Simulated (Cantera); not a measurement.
What does this Cantera script print?

```python
import numpy as np
import cantera as ct

gas = ct.Solution("gri30.yaml")
gas.TPX = 1425, 230000, {'CH4': 1, 'CO2': 1.1, 'H2': 0.6}
reactor = ct.IdealGasConstPressureReactor(gas, energy="off", clone=False)
net = ct.ReactorNet([reactor])
net.rtol, net.atol = 1e-08, 1e-18
show = ['CH4', 'CO2', 'H2', 'C2H4', 'CO']
times = np.geomspace(5e-06, 70, 10)

steps = ct.SolutionArray(gas, extra=["t"])
rows = []
print(f"{'t/s':>10s}{'T/K':>9s}{'P/Pa':>11s}" + "".join(f"{s:>11s}" for s in show))
for t in times:
    while net.time < t:
        t_next = net.step()
        steps.append(gas.state, t=t_next)
    rows.append([np.interp(t, steps.t, y) for y in (steps.T, steps.P, *steps(*show).X.T)])
    print(f"{t:10.3e}{rows[-1][0]:9.1f}{rows[-1][1]:11.4g}" + "".join(f"{x:11.3e}" for x in rows[-1][2:]))
rate = np.gradient(steps.T, steps.t)
print("integrator steps:", len(steps.t))
if steps.T.max() > steps.T[0] + 200:
    print(f"time of steepest temperature rise: {steps.t[rate.argmax()]:.4e} s")
gas.TPX = 1425, 230000, {'CH4': 1, 'CO2': 1.1, 'H2': 0.6}
gas.equilibrate("TP")
print(f"equilibrium (TP): T = {gas.T:.1f} K  " + "  ".join(f"{s} {gas[s].X[0]:.3e}" for s in show))
```

Output:

```
       t/s      T/K       P/Pa        CH4        CO2         H2       C2H4         CO
 5.000e-06   1425.0    2.3e+05  3.704e-01  4.074e-01  2.222e-01  3.168e-12  1.080e-08
 3.112e-05   1425.0    2.3e+05  3.704e-01  4.074e-01  2.222e-01  1.097e-09  3.052e-07
 1.936e-04   1425.0    2.3e+05  3.703e-01  4.074e-01  2.222e-01  2.123e-07  9.593e-06
 1.205e-03   1425.0    2.3e+05  3.702e-01  4.073e-01  2.222e-01  8.771e-06  1.231e-04
 7.499e-03   1425.0    2.3e+05  3.693e-01  4.063e-01  2.219e-01  2.213e-04  1.009e-03
 4.667e-02   1425.0    2.3e+05  3.633e-01  3.989e-01  2.206e-01  1.823e-03  7.183e-03
 2.904e-01   1425.0    2.3e+05  3.271e-01  3.530e-01  2.168e-01  5.407e-03  4.339e-02
 1.807e+00   1425.0    2.3e+05  1.910e-01  1.793e-01  2.059e-01  1.552e-02  1.811e-01
 1.125e+01   1425.0    2.3e+05  1.260e-01  9.626e-02  2.439e-01  1.758e-02  2.698e-01
 7.000e+01   1425.0    2.3e+05  1.117e-01  6.114e-02  3.239e-01  7.966e-03  3.495e-01
integrator steps: 1130
equilibrium (TP): T = 1425.0 K  CH4 2.553e-04  CO2 5.716e-03  H2 5.371e-01  C2H4 1.548e-08  CO 4.411e-01
```

Model: GRI-Mech 3.0 (53 species, 325 reactions), integrated in Cantera.
